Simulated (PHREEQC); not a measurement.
Consider water at 65 °C with 0.63 mol/kgw ZnCl2, 0.0034 mol/kgw NaOH and 0.0059 mol/kgw H2SO4. Closed to the air; pH follows from the charge balance.

The numbers come from PHREEQC with the ion-association model, wateq4f.dat.

```json
[
 {"quantity": "pH", "before": "2.25", "after": "6.48"},
 {"quantity": "ionic strength (mol/kgw)", "before": "0.953", "after": "0.945"},
 {"quantity": "Cl- (mol/kgw)", "before": "0.565", "after": "0.564"}
]
```

Question: Name the change that produced these shifts.
A) ZnCl2 replaced by CuCl2 at the same molality
B) ZnCl2 from 0.63 to 0.567 mol/kgw
C) NaOH from 0.0034 to 0.00374 mol/kgw
D) H2SO4 left out
E) H2SO4 from 0.0059 to 0.00531 mol/kgw

Answer: D, H2SO4 left out

No solid was allowed to form. The ionic strength passes 0.7 mol/kgw, the rough limit of the ion-association models, in every such run. Some of these states are supersaturated (in Zincite(c) (slow to form), for instance). Away from 25 °C the constants follow the database's enthalpies or fits; those with neither stay at their 25 °C values.
